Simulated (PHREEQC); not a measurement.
Make-up at 25 °C: 0.22 mol/kgw AgF and 0.21 mol/kgw HNO3. Closed to the air; pH follows from the charge balance.

All values are PHREEQC results (ion-association model, wateq4f.dat), not measurements.

```csv
quantity,before,after
pH,2.03,0.78
ionic strength (mol/kgw),0.218,0.210
NO3- (mol/kgw),0.200,0.210
```

### Question
Which change was made?
(A) temperature from 25 to 40 °C
(B) diluted 2-fold with water
(C) AgF replaced by AgNO3 at the same molality
(D) diluted 100-fold with water
(E) AgF left out

### Answer
E, AgF left out

Precipitation was switched off in this run. wateq4f.dat counts part of the HF as a dimer, H2F2, which phreeqc.dat doesn't know; its constant is uncertain.
